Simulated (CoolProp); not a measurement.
Computed with CoolProp (reference Helmholtz-energy equation of state, McLinden 2015).

### Question
For the fluoroketone C6F12O (FK-5-1-12), give the phase and the density (kg/m³), cv (kJ/(kg K)), isothermal compressibility (1/MPa) at -99.15 °C and 0.554 bar; -53.55 °C and 0.554 bar; -42.15 °C and 0.554 bar.

### Answer
- -99.15 °C and 0.554 bar: liquid; density 1950, cv 0.921, isothermal compressibility 0.000768
- -53.55 °C and 0.554 bar: liquid; density 1820, cv 0.881, isothermal compressibility 0.00119
- -42.15 °C and 0.554 bar: liquid; density 1790, cv 0.876, isothermal compressibility 0.00134
